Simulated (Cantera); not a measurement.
What does this Cantera script print?

```python
import numpy as np
import cantera as ct

gas_names = """
    CL CL2 H HCL H2 Si SiCL SiCL2 SiCL3 SiCL4 SiH SiHCL3 SiH2 SiH2CL2 SiH3 SiH3CL SiH4 Si2 Si3
""".split()
cond_names = """
    Si(cr) Si(L)
""".split()


# ... load() reads the species with a 1 bar reference pressure and builds the phases ...
atoms = {
    'SiHCl3': {'Si': 1, 'H': 1, 'CL': 3},
    'HCl': {'H': 1, 'CL': 1},
    'H2': {'H': 2},
    'Cl2': {'CL': 2},
}
top_T = {}  # K; cautious upper limits of use, not melting points


# ... equilibrate(T, P, feed) seeds the gas with the atoms and calls Mixture.equilibrate('TP', solver="gibbs", rtol=1e-10, max_steps=50000) ...
results = []
feed = {'SiHCl3': 1, 'HCl': 0.072, 'H2': 29, 'Cl2': 0.011}  # mol
P = 10000  # Pa
for T in [925, 975, 1025, 1075, 1125, 1175, 1225, 1275, 1325, 1375, 1425, 1475, 1525]:
    mix = equilibrate(T, P, feed)
    results.append((T, P, feed, dict(zip(mix.species_names, mix.species_moles))))

top = {s: max(r[3][s] / sum(r[3][g] for g in gas_names) for r in results) for s in gas_names}
cols = sorted((s for s in top if top[s] > 1e-05), key=lambda s: -top[s])[:8]
seen = [c for c in cond_names if any(r[3].get(c, 0) > 1e-12 for r in results)]
print("log10 of partial pressures in bar; condensed amounts in mol")
print(f"{'T/K':>10s}" + "".join(f"{s[:9]:>10s}" for s in cols + seen))
for T, P, feed, n in results:
    ng = sum(n[g] for g in gas_names)
    print(f"{T:10.4g}" + "".join(f"{np.log10(max(n[s] / ng * P / 1e5, 1e-99)):10.3f}" for s in cols)
          + "".join(f"{n.get(c, 0):10.4g}" for c in seen))
```

Result:

```
log10 of partial pressures in bar; condensed amounts in mol
       T/K        H2       HCL     SiCL4     SiCL2    SiHCL3     SiCL3   SiH2CL2         H    Si(cr)
       925    -1.015    -3.167    -2.772    -5.159    -3.059    -4.765    -4.355   -10.092    0.2029
       975    -1.016    -2.968    -2.794    -4.713    -3.084    -4.479    -4.355    -9.450    0.2334
      1025    -1.018    -2.794    -2.829    -4.318    -3.119    -4.233    -4.363    -8.870    0.2724
      1075    -1.020    -2.641    -2.882    -3.972    -3.166    -4.027    -4.383    -8.343    0.3186
      1125    -1.023    -2.511    -2.961    -3.673    -3.233    -3.862    -4.416    -7.864    0.3683
      1175    -1.026    -2.403    -3.076    -3.421    -3.327    -3.744    -4.469    -7.425    0.4161
      1225    -1.030    -2.318    -3.238    -3.220    -3.455    -3.678    -4.547    -7.021    0.4557
      1275    -1.032    -2.258    -3.457    -3.069    -3.625    -3.670    -4.652    -6.649    0.4828
      1325    -1.035    -2.219    -3.729    -2.966    -3.835    -3.715    -4.785    -6.304    0.4973
      1375    -1.036    -2.198    -4.039    -2.900    -4.073    -3.801    -4.935    -5.983    0.5021
      1425    -1.037    -2.187    -4.366    -2.858    -4.322    -3.910    -5.095    -5.684    0.5008
      1475    -1.037    -2.183    -4.694    -2.831    -4.572    -4.028    -5.254    -5.406    0.4963
      1525    -1.037    -2.182    -5.011    -2.812    -4.813    -4.148    -5.408    -5.145    0.4902
```

Method: chemical equilibrium by Gibbs-energy minimisation in Cantera with the NASA 1993 tables (ideal gas, pure condensed phases). The tables' values for SiCl3 are old estimates; treat these amounts as uncertain.
